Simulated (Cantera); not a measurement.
Input (Python, Cantera):

```python
import numpy as np
import cantera as ct

gas = ct.Solution("gri30.yaml")
gas.TPX = 1225, 1333, {'H2': 0.43, 'O2': 1, 'N2': 0.79}
reactor = ct.IdealGasConstPressureReactor(gas, energy="off", clone=False)
net = ct.ReactorNet([reactor])
net.rtol, net.atol = 1e-08, 1e-18
show = ['H2', 'O2', 'NO', 'O', 'H', 'NO2']
times = np.geomspace(1e-05, 2, 9)

steps = ct.SolutionArray(gas, extra=["t"])
rows = []
print(f"{'t/s':>10s}{'T/K':>9s}{'P/Pa':>11s}" + "".join(f"{s:>11s}" for s in show))
for t in times:
    while net.time < t:
        t_next = net.step()
        steps.append(gas.state, t=t_next)
    rows.append([np.interp(t, steps.t, y) for y in (steps.T, steps.P, *steps(*show).X.T)])
    print(f"{t:10.3e}{rows[-1][0]:9.1f}{rows[-1][1]:11.4g}" + "".join(f"{x:11.3e}" for x in rows[-1][2:]))
rate = np.gradient(steps.T, steps.t)
print("integrator steps:", len(steps.t))
if steps.T.max() > steps.T[0] + 200:
    print(f"time of steepest temperature rise: {steps.t[rate.argmax()]:.4e} s")
gas.TPX = 1225, 1333, {'H2': 0.43, 'O2': 1, 'N2': 0.79}
gas.equilibrate("TP")
print(f"equilibrium (TP): T = {gas.T:.1f} K  " + "  ".join(f"{s} {gas[s].X[0]:.3e}" for s in show))
```

It prints:

```
       t/s      T/K       P/Pa         H2         O2         NO          O          H        NO2
 1.000e-05   1225.0       1333  1.937e-01  4.505e-01  4.484e-23  7.059e-11  1.216e-09  7.760e-32
 4.599e-05   1225.0       1333  1.937e-01  4.505e-01  4.552e-21  1.212e-09  5.597e-09  1.005e-28
 2.115e-04   1225.0       1333  1.937e-01  4.505e-01  5.132e-19  2.772e-08  6.698e-08  1.952e-25
 9.725e-04   1225.0       1333  1.929e-01  4.500e-01  1.511e-13  1.689e-04  3.859e-04  1.398e-18
 4.472e-03   1225.0       1333  1.116e-02  3.537e-01  9.685e-07  5.083e-02  6.658e-02  8.182e-12
 2.057e-02   1225.0       1333  6.332e-03  3.732e-01  3.394e-06  2.433e-02  2.328e-02  5.115e-11
 9.457e-02   1225.0       1333  5.519e-04  3.896e-01  4.020e-06  1.939e-03  5.277e-04  5.550e-10
 4.349e-01   1225.0       1333  2.308e-05  3.913e-01  4.028e-06  8.167e-05  4.557e-06  3.162e-09
 2.000e+00   1225.0       1333  2.187e-06  3.915e-01  4.029e-06  7.868e-06  1.362e-07  3.325e-09
integrator steps: 1627
equilibrium (TP): T = 1225.0 K  H2 6.320e-08  O2 3.914e-01  NO 2.288e-04  O 2.295e-07  H 6.831e-10  NO2 5.400e-07
```

Detailed kinetics in Cantera: GRI-Mech 3.0 (53 species, 325 reactions). Radical loss at walls, strong at low pressure, is not modelled. The temperature is held fixed by assumption; the heat of reaction is taken as removed at once.
